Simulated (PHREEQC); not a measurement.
## Metal-bearing waste water (model solution)

Make-up at 35 °C: 0.004 mol/kgw MnSO4 and 0.0869 mol/kgw Na2SO4. Closed to the air; pH follows from the charge balance.

Computed with PHREEQC (ion-association model, wateq4f.dat).

This is a speciation only: nothing precipitates in the calculation.

Problem. Predict the pH.

Solution. pH 6.90.

Problem. In which forms is Mn present?

Solution. MnSO4 55 %, Mn+2 45 % of the Mn.
